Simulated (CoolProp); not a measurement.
Vapour pressure (MPa) of C3F8 (R218): the reference equation beside estimates from Tc = 345.0 K, pc = 2.640 MPa, ω = 0.317.

Computed with CoolProp (reference Helmholtz-energy equation of state, Lemmon 2006). It is a short technical equation, of lower accuracy than the large ones.

| T (K) | reference | Soave-Redlich-Kwong | Peng-Robinson |
|---|---|---|---|
| 201.7 | 0.01524 | 0.01508 | 0.01557 |
| 209.6 | 0.02507 | 0.02485 | 0.02542 |
| 217.5 | 0.03951 | 0.03923 | 0.03981 |
| 225.3 | 0.05967 | 0.05935 | 0.05983 |
| 233.2 | 0.08762 | 0.08735 | 0.08756 |
| 241.1 | 0.1249 | 0.1248 | 0.1246 |
| 249 | 0.1735 | 0.1738 | 0.1728 |
| 256.9 | 0.2355 | 0.2365 | 0.2344 |
| 264.8 | 0.3130 | 0.3151 | 0.3117 |

Absolute difference from the reference over all 9 rows, mean and median: Soave-Redlich-Kwong 0.5 and 0.5 %, Peng-Robinson 0.7 and 0.4 %.
